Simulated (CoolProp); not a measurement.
Vapour-liquid equilibrium of n-heptane (1) + o-xylene (2) at 433.6 K; x and y are mole fractions of (1).

Model: multi-fluid Helmholtz-energy mixture model, Span 2003 and Zhou 2012; pair parameters Bell 2016, in CoolProp.

Q: Give the bubble pressure and the first vapour's composition at x = 0.25, 0.65, 0.95. Is there an azeotrope?

A: x = 0.25: 2.478 bar, y = 0.511; x = 0.65: 3.674 bar, y = 0.820; x = 0.95: 4.517 bar, y = 0.976. No azeotrope shows between x = 0.05 and 0.95.

The pair parameters rest on a limited set of measurements; away from them the model extrapolates.
